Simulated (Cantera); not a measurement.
An isothermal, constant-pressure homogeneous reactor starts with CH₄ : H₂ : H = 0.013 : 1 : 0.018 (molar parts), at 2250 K and 0.0133 bar.

Computed with Cantera and GRI-Mech 3.0 (53 species, 325 reactions). GRI-Mech 3.0 stops at C3 and has no aromatics, soot or wall deposition, so with more carbon than oxygen in the feed, carbon stays in small species such as C2H2 where larger ones or solid carbon would form. Radical loss at walls, strong at low pressure, is not modelled.

One state of this run: x CH₄ = 4.21e-6; x H₂ = 0.934; x H = 0.0596; x C₂H₄ = 1.55e-7; x C₂H₆ = <1e-12; x CH₃ = 5.06e-6. x: mole fraction; the columns are a selection and need not sum to one.

**Question.** Which value of t (s) does it belong to?
(A) 1.69
(B) 0.00257
(C) 0.00758
(D) 0.195

**Answer.** A, 1.69
